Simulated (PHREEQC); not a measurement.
Solution (25 °C): 0.091 mol Pb(NO3)2 and 0.00042 mol Na2SO4 per kg of water. Closed to the air; pH follows from the charge balance.

The numbers come from PHREEQC with the ion-association model, phreeqc.dat.

This is a speciation only: nothing precipitates in the calculation.

Task: Estimate the pH, ionic strength.

Result: pH 4.37; ionic strength 0.203 mol/kgw.

Task: In which forms is S present?

Result: PbSO4 73 %, SO4-2 27 % of the S.

Examples of supersaturated solids here: Anglesite. Others may be too.
